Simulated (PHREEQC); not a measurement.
**Polishing slurry liquid: an equilibrium model**

Solution (24 °C): 0.0023 mol/kgw H2SO4, 0.014 mol/kgw K2SO4 and 9.3e-05 mol/kgw CO2. Closed to the air; pH follows from the charge balance.

Equilibrium calculation in PHREEQC: ion-association model, phreeqc.dat.

Each row changes one thing in this solution. Precipitation was switched off in this run.

```json
[
 {"case": "as made", "pH": "2.62", "ionic strength (mol/kgw)": "0.0430", "K+ (mol/kgw)": "0.0268", "SO4-2 (mol/kgw)": "0.0133", "HSO4- (mol/kgw)": "0.00178", "KSO4- (mol/kgw)": "0.00117"},
 {"case": "diluted 100-fold with water", "pH": "4.35", "ionic strength (mol/kgw)": "0.000487", "K+ (mol/kgw)": "0.000280", "SO4-2 (mol/kgw)": "0.000162", "HSO4- (mol/kgw)": "6.34e-7", "KSO4- (mol/kgw)": "2.83e-7"},
 {"case": "CO2 left out", "pH": "2.62", "ionic strength (mol/kgw)": "0.0430", "K+ (mol/kgw)": "0.0268", "SO4-2 (mol/kgw)": "0.0133", "HSO4- (mol/kgw)": "0.00178", "KSO4- (mol/kgw)": "0.00117"},
 {"case": "temperature from 24 to 65 °C", "pH": "2.80", "ionic strength (mol/kgw)": "0.0398", "K+ (mol/kgw)": "0.0262", "SO4-2 (mol/kgw)": "0.0117", "HSO4- (mol/kgw)": "0.00275", "KSO4- (mol/kgw)": "0.00183"},
 {"case": "K2SO4 from 0.014 to 0.0126 mol/kgw", "pH": "2.60", "ionic strength (mol/kgw)": "0.0393", "K+ (mol/kgw)": "0.0242", "SO4-2 (mol/kgw)": "0.0122", "HSO4- (mol/kgw)": "0.00171", "KSO4- (mol/kgw)": "0.000991"},
 {"case": "diluted 5-fold with water", "pH": "3.15", "ionic strength (mol/kgw)": "0.00932", "K+ (mol/kgw)": "0.00552", "SO4-2 (mol/kgw)": "0.00303", "HSO4- (mol/kgw)": "0.000152", "KSO4- (mol/kgw)": "7.77e-5"},
 {"case": "H2SO4 from 0.0023 to 0.00023 mol/kgw", "pH": "3.61", "ionic strength (mol/kgw)": "0.0400", "K+ (mol/kgw)": "0.0268", "SO4-2 (mol/kgw)": "0.0129", "HSO4- (mol/kgw)": "0.000177", "KSO4- (mol/kgw)": "0.00116"}
]
```

Complexes and solids missing from the database can't appear. Constants without temperature data keep their 25 °C values here.
